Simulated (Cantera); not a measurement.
What does this Cantera script print?

```python
import numpy as np
import cantera as ct

gas = ct.Solution("gri30.yaml")
gas.TPX = 1725, 6600, {'NO': 1, 'N2': 2.5}
reactor = ct.IdealGasConstPressureReactor(gas, energy="off", clone=False)
net = ct.ReactorNet([reactor])
net.rtol, net.atol = 1e-08, 1e-18
show = ['NO', 'O', 'N2', 'N2O', 'NO2', 'O2']
times = np.geomspace(5e-05, 50, 14)

steps = ct.SolutionArray(gas, extra=["t"])
rows = []
print(f"{'t/s':>10s}{'T/K':>9s}{'P/Pa':>11s}" + "".join(f"{s:>11s}" for s in show))
for t in times:
    while net.time < t:
        t_next = net.step()
        steps.append(gas.state, t=t_next)
    rows.append([np.interp(t, steps.t, y) for y in (steps.T, steps.P, *steps(*show).X.T)])
    print(f"{t:10.3e}{rows[-1][0]:9.1f}{rows[-1][1]:11.4g}" + "".join(f"{x:11.3e}" for x in rows[-1][2:]))
rate = np.gradient(steps.T, steps.t)
print("integrator steps:", len(steps.t))
if steps.T.max() > steps.T[0] + 200:
    print(f"time of steepest temperature rise: {steps.t[rate.argmax()]:.4e} s")
gas.TPX = 1725, 6600, {'NO': 1, 'N2': 2.5}
gas.equilibrate("TP")
print(f"equilibrium (TP): T = {gas.T:.1f} K  " + "  ".join(f"{s} {gas[s].X[0]:.3e}" for s in show))
```

Output:

```
       t/s      T/K       P/Pa         NO          O         N2        N2O        NO2         O2
 5.000e-05   1725.0       6600  2.857e-01  3.079e-08  7.143e-01  3.090e-08  1.352e-10  4.742e-12
 1.447e-04   1725.0       6600  2.857e-01  8.847e-08  7.143e-01  8.935e-08  1.133e-09  3.987e-11
 4.188e-04   1725.0       6600  2.857e-01  2.508e-07  7.143e-01  2.579e-07  9.186e-09  3.263e-10
 1.212e-03   1725.0       6600  2.857e-01  6.858e-07  7.143e-01  7.407e-07  7.241e-08  2.662e-09
 3.509e-03   1725.0       6600  2.857e-01  1.725e-06  7.143e-01  2.097e-06  5.132e-07  2.169e-08
 1.015e-02   1725.0       6600  2.857e-01  3.854e-06  7.143e-01  5.692e-06  2.871e-06  2.043e-07
 2.939e-02   1725.0       6600  2.857e-01  8.199e-06  7.143e-01  1.378e-05  1.075e-05  2.645e-06
 8.506e-02   1725.0       6600  2.856e-01  1.302e-05  7.143e-01  2.527e-05  2.039e-05  2.773e-05
 2.462e-01   1725.0       6600  2.854e-01  1.429e-05  7.144e-01  3.049e-05  2.258e-05  1.356e-04
 7.126e-01   1725.0       6600  2.847e-01  1.495e-05  7.148e-01  3.052e-05  2.389e-05  4.600e-04
 2.062e+00   1725.0       6600  2.828e-01  1.660e-05  7.157e-01  3.001e-05  2.721e-05  1.401e-03
 5.969e+00   1725.0       6600  2.774e-01  2.058e-05  7.184e-01  2.862e-05  3.491e-05  4.121e-03
 1.728e+01   1725.0       6600  2.619e-01  2.886e-05  7.262e-01  2.508e-05  4.918e-05  1.185e-02
 5.000e+01   1725.0       6600  2.215e-01  4.327e-05  7.464e-01  1.742e-05  6.568e-05  3.202e-02
integrator steps: 585
equilibrium (TP): T = 1725.0 K  NO 2.737e-03  O 8.548e-05  N2 8.557e-01  N2O 4.261e-08  NO2 1.702e-06  O2 1.414e-01
```

Model: GRI-Mech 3.0 (53 species, 325 reactions), integrated in Cantera.
